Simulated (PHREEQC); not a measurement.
HF is added in steps, without added water, to 1 kg of water holding 0.014 mol CaCl2, 0.00053 mol Na2SO4 and 4.2e-05 mol KCl, at 25 °C. Oxygen is held at 0.21 atm. No CO2 enters from the air. Nothing may precipitate in this run.

Base run: PHREEQC, ion-association model, wateq4f.dat. Each further column changes one thing. The table gives F- (mol/kgw).

| HF added (mol) | base | temperature from 25 to 70 °C | CaCl2 left out | temperature from 25 to 20 °C | solids may form |
|---|---|---|---|---|---|
| 0 | 0 | 0 | 0 | 0 | 0 |
| 0.000225 | 0.000179 | 0.000147 | 0.000182 | 0.000182 | 7.42e-5 |
| 0.00045 | 0.000320 | 0.000250 | (withheld) | 0.000326 | (withheld) |
| 0.000675 | 0.000439 | 0.000333 | 0.000431 | 0.000449 | (withheld) |
| 0.0007875 | 0.000493 | 0.000371 | 0.000482 | 0.000505 | 7.49e-5 |
| 0.001012 | 0.000592 | 0.000439 | 0.000576 | 0.000609 | (withheld) |
| 0.001238 | 0.000683 | 0.000500 | 0.000661 | 0.000703 | 7.54e-5 |
| 0.001463 | 0.000768 | 0.000557 | 0.000740 | 0.000791 | 7.56e-5 |
| 0.001687 | 0.000847 | 0.000609 | 0.000814 | 0.000873 | 7.59e-5 |
| 0.001912 | 0.000921 | 0.000659 | 0.000883 | 0.000950 | (withheld) |
| 0.002025 | 0.000957 | 0.000682 | 0.000916 | 0.000988 | 7.63e-5 |
| 0.00225 | 0.00103 | 0.000728 | 0.000980 | 0.00106 | 7.65e-5 |
| 0.002475 | 0.00109 | 0.000771 | 0.00104 | 0.00113 | (withheld) |
| 0.0027 | 0.00115 | 0.000812 | 0.00110 | 0.00119 | 7.71e-5 |

Q: What belongs in the gaps?

A: 
- 0.00045, CaCl2 left out: 0.000317
- 0.00045, solids may form: 7.45e-5
- 0.000675, solids may form: 7.47e-5
- 0.001012, solids may form: 7.51e-5
- 0.001912, solids may form: 7.61e-5
- 0.002475, solids may form: 7.68e-5

In at least one series the solution becomes supersaturated in solids that the run did not let form, among them Fluorite. Constants without temperature data keep their 25 °C values here.  Solids allowed in the column 'solids may form': Gypsum, Fluorite, Portlandite, Halite, Mirabilite.
